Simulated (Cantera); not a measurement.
Mixture: H₂ : O₂ : N₂ = 1 : 0.357 : 1.34 (molar parts), equivalence ratio 1.4, at 1.90 bar, adiabatic and at constant volume. Ignition delay is the time to a rise of 400 K.

Detailed kinetics in Cantera: GRI-Mech 3.0 (53 species, 325 reactions). Where the delays flatten at high temperature, the 400 K rule measures the pace of heat release, not the induction time.

Problem. Predict: delay at 1000 K; delay at 1150 K; delay at 1300 K; delay at 1450 K; delay at 1600 K.

Solution. 
```
Quantity           Value
---------------  -------
delay at 1000 K  3.92 ms
delay at 1150 K  37.9 µs
delay at 1300 K  15.1 µs
delay at 1450 K  8.52 µs
delay at 1600 K  5.80 µs
```
